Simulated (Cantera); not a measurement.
Input (Python, Cantera) and output of one run.

```python
import numpy as np
import cantera as ct

gas_names = """
    H H2 N NH NH2 NH3 N2 N2H2 N2H4 Si SiH SiH2 SiH3 SiH4 SiN Si2 Si2N Si3
""".split()
cond_names = """
    Si(cr) Si(L) Si3N4(a)
""".split()


# ... load() reads the species with a 1 bar reference pressure and builds the phases ...
atoms = {
    'SiH4': {'Si': 1, 'H': 4},
    'NH3': {'N': 1, 'H': 3},
}
top_T = {'Si3N4(a)': 2400}  # K; cautious upper limits of use, not melting points


# ... equilibrate(T, P, feed) seeds the gas with the atoms and calls Mixture.equilibrate('TP', solver="vcs", rtol=1e-11, max_steps=5000) ...
results = []
T = 1723.15  # K
P = 1300  # Pa
for m in [0.19, 0.27, 0.38, 0.54, 0.75, 1.1, 1.5, 2.1, 3, 4.2, 5.9, 8.2, 12]:
    feed = {'SiH4': 1, 'NH3': m}  # mol
    mix = equilibrate(T, P, feed)
    results.append((T, P, feed, dict(zip(mix.species_names, mix.species_moles))))

top = {s: max(r[3][s] / sum(r[3][g] for g in gas_names) for r in results) for s in gas_names}
cols = sorted((s for s in top if top[s] > 0.0001), key=lambda s: -top[s])[:5]
seen = [c for c in cond_names if any(r[3].get(c, 0) > 1e-12 for r in results)]
print("log10 of partial pressures in bar; condensed amounts in mol")
print(f"{'n(NH3)':>10s}" + "".join(f"{s[:9]:>10s}" for s in cols + seen))
for T, P, feed, n in results:
    ng = sum(n[g] for g in gas_names)
    print(f"{feed['NH3']:10.4g}" + "".join(f"{np.log10(max(n[s] / ng * P / 1e5, 1e-99)):10.3f}" for s in cols)
          + "".join(f"{n.get(c, 0):10.4g}" for c in seen))
```

Output:

```
log10 of partial pressures in bar; condensed amounts in mol
    n(NH3)        H2        N2         H     Si(L)  Si3N4(a)
      0.19    -1.904    -3.285    -4.691    0.9997         0
      0.27    -1.911    -3.161    -4.694    0.9997         0
      0.38    -1.918    -3.049    -4.697    0.9997         0
      0.54    -1.927    -2.944    -4.702    0.9997         0
      0.75    -1.936    -2.856    -4.706    0.9996         0
       1.1    -1.948    -2.769    -4.712    0.9995         0
       1.5    -1.957    -2.710    -4.717    0.9994         0
       2.1    -1.967    -2.658    -4.722    0.9993         0
         3    -1.974    -2.625    -4.726    0.9273   0.02394
       4.2    -1.974    -2.625    -4.726    0.6302    0.1229
       5.9    -1.974    -2.625    -4.726    0.2094     0.263
       8.2    -1.980    -2.599    -4.729         0    0.3327
        12    -1.989    -2.563    -4.733         0    0.3325
```

Cantera equilibrium calculation (NASA polynomials, part measured and part estimated; ideal gas, pure solids and liquids). Mutual solubility and eutectic melting of coexisting phases are not modelled. Gases not in the tables: Si2H6 and higher silanes.
